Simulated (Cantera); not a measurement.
## Adiabatic ignition

An adiabatic, constant-pressure homogeneous reactor starts with 4.42 % C3H8, 20.1 % O2, 75.5 % N2, equivalence ratio 1.1, at 1148 K and 10.0 bar.

Detailed kinetics in Cantera: GRI-Mech 3.0 (53 species, 325 reactions). GRI-Mech 3.0 was tuned for natural gas; its chemistry of propane as a main component is partial and can be far from experiment.

```
t (s)     T (K)  x C3H8     x O2   x CH2CO    x C2H2     x CH2
--------  -----  ------  -------  --------  --------  --------
4.00e-6    1148  0.0441    0.201    <1e-12    <1e-12    <1e-12
9.49e-6    1148  0.0441    0.201    <1e-12    <1e-12    <1e-12
2.25e-5    1148  0.0441    0.201  7.81e-12    <1e-12    <1e-12
5.33e-5    1148  0.0441    0.201  2.06e-10  1.89e-11    <1e-12
0.000126   1148  0.0441    0.201   5.34e-9  4.67e-10  1.10e-12
0.000300   1148  0.0440    0.201   6.44e-8   5.57e-9  1.41e-12
0.000711   1148  0.0436    0.201   5.17e-7   4.44e-8  1.78e-12
0.00169    1149  0.0426    0.200   4.28e-6   3.64e-7  3.31e-12
0.00400    1164  0.0355    0.195  0.000108   8.68e-6  9.68e-11
0.00949    2778  <1e-12  0.00562    <1e-12    <1e-12    <1e-12
0.0225     2778  <1e-12  0.00562    <1e-12    <1e-12    <1e-12
0.0533     2778  <1e-12  0.00562    <1e-12    <1e-12    <1e-12
0.127      2778  <1e-12  0.00562    <1e-12    <1e-12    <1e-12
0.300      2778  <1e-12  0.00562    <1e-12    <1e-12    <1e-12
```
x: mole fraction; the columns are a selection and need not sum to one.

| Item | Result |
|---|---|
| time of steepest temperature rise | 4.42 ms |
| temperature at 0.300 s | 2778 K |
| equilibrium temperature | 2778 K |
| x(C3H8) at 0.300 s | <1e-12 (gas-phase equilibrium <1e-12) |
| x(O2) at 0.300 s | 0.00562 (gas-phase equilibrium 0.00562) |
| x(CH2CO) at 0.300 s | <1e-12 (gas-phase equilibrium <1e-12) |
